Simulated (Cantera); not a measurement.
Input (Python, Cantera):

```python
import numpy as np
import cantera as ct

gas = ct.Solution("h2o2.yaml")
gas.TPX = 400, 720000, {'H2': 1, 'O2': 0.893, 'N2': 4.2}
flame = ct.FreeFlame(gas, width=0.01)
flame.set_refine_criteria(ratio=3, slope=0.08, curve=0.16)
flame.transport_model = "mixture-averaged"
flame.solve(loglevel=0, auto=True)
z, T = flame.grid, flame.T
thick = (T[-1] - T[0]) / np.gradient(T, z).max()
show = ['H2', 'O2', 'H2O', 'O', 'H', 'H2O2']
print(f"laminar burning velocity  {flame.velocity[0] * 100:.3f} cm/s")
print(f"burnt temperature         {T[-1]:.1f} K")
print(f"thermal thickness         {thick * 1e3:.4f} mm")
print(f"grid points               {len(z)}")
z0 = z[flame.heat_release_rate.argmax()]
print(f"{'z/mm':>9s}{'T/K':>9s}{'u/(m/s)':>9s}" + "".join(f"{s:>11s}" for s in show))
rows = []
for k in (-3, -2, -1.5, -1, -0.5, -0.25, 0, 0.25, 0.5, 1, 2, 4, 8):
    zz = z0 + k * thick
    rows.append([k * thick, np.interp(zz, z, T), np.interp(zz, z, flame.velocity),
                 *(np.interp(zz, z, flame.X[gas.species_index(s)]) for s in show)])
    print(f"{rows[-1][0] * 1e3:9.3f}{rows[-1][1]:9.1f}{rows[-1][2]:9.3f}" + "".join(f"{x:11.3e}" for x in rows[-1][3:]))
```

Result:

```
laminar burning velocity  14.872 cm/s
burnt temperature         1634.8 K
thermal thickness         0.1595 mm
grid points               113
     z/mm      T/K  u/(m/s)         H2         O2        H2O          O          H       H2O2
   -0.478    402.6    0.148  1.532e-01  1.484e-01  2.465e-04  1.312e-16  2.530e-20  3.271e-07
   -0.319    418.2    0.151  1.348e-01  1.509e-01  2.381e-03  1.144e-14  2.506e-18  4.055e-06
   -0.239    455.0    0.161  1.155e-01  1.520e-01  8.260e-03  2.017e-13  1.218e-16  1.656e-05
   -0.159    572.2    0.198  8.549e-02  1.487e-01  2.773e-02  2.175e-11  1.375e-13  6.651e-05
   -0.080    895.6    0.305  4.678e-02  1.292e-01  7.686e-02  1.149e-07  3.445e-08  2.086e-04
   -0.040   1171.4    0.398  2.660e-02  1.091e-01  1.146e-01  2.088e-05  1.905e-05  2.082e-04
    0.000   1448.5    0.493  9.688e-03  8.665e-02  1.518e-01  2.649e-04  1.900e-04  1.108e-05
    0.040   1576.8    0.537  2.569e-03  7.611e-02  1.683e-01  2.901e-04  1.325e-04  2.333e-06
    0.080   1614.7    0.550  7.875e-04  7.361e-02  1.727e-01  1.456e-04  4.062e-05  1.258e-06
    0.159   1630.3    0.555  1.402e-04  7.292e-02  1.745e-01  3.657e-05  4.534e-06  4.757e-07
    0.319   1634.0    0.557  1.721e-05  7.288e-02  1.749e-01  7.804e-06  3.467e-07  1.457e-07
    0.638   1634.7    0.557  3.369e-06  7.290e-02  1.750e-01  2.844e-06  6.455e-08  6.535e-08
    1.276   1634.8    0.557  2.443e-06  7.291e-02  1.750e-01  2.239e-06  4.624e-08  5.462e-08
```

Detailed kinetics in Cantera: the H2/O2 subset of GRI-Mech 3.0, which has no nitrogen chemistry. The hydrogen kinetics of GRI-Mech 3.0 are dated; newer H2 mechanisms differ, most at raised pressure. Burning velocities carry a grid error of a few per cent, more on coarse grids. Lean hydrogen flames are cellular in practice and burn faster than this planar one.
